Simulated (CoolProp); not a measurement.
The fluoroketone C6F12O (FK-5-1-12) along the isotherm 223.3 K: Z from the reference equation and from simpler models built on Tc = 441.8 K, pc = 1869 kPa, ω = 0.471; each cubic takes its own stable root.

Computed with CoolProp (reference Helmholtz-energy equation of state, McLinden 2015).

| p (kPa) | phase | reference | van der Waals | Redlich-Kwong | Soave-Redlich-Kwong |
|---|---|---|---|---|---|
| 2.96 | liquid | 0.0002780 | ___ | 0.9965 | 0.0003091 |
| 6.73 | liquid | 0.0006322 | 0.9949 | 0.0007343 | 0.0007028 |
| 15.3 | liquid | 0.001437 | ___ | ___ | 0.001598 |
| 34.8 | liquid | 0.003269 | 0.9732 | 0.003797 | 0.003634 |
| 79.3 | liquid | 0.007448 | 0.01284 | 0.008651 | 0.008279 |
| 180 | liquid | 0.01690 | 0.02912 | 0.01963 | 0.01879 |
| 411 | liquid | 0.03859 | ___ | 0.04478 | 0.04288 |
| 935 | liquid | 0.08773 | 0.1504 | 0.1017 | 0.09746 |

Question: Complete the blanks.

Answer: 
- 2.96, van der Waals: 0.9978
- 15.3, van der Waals: 0.9884
- 15.3, Redlich-Kwong: 0.001669
- 411, van der Waals: 0.06637

At some of these states van der Waals, Redlich-Kwong gives the other phase, because its saturation line lies elsewhere.
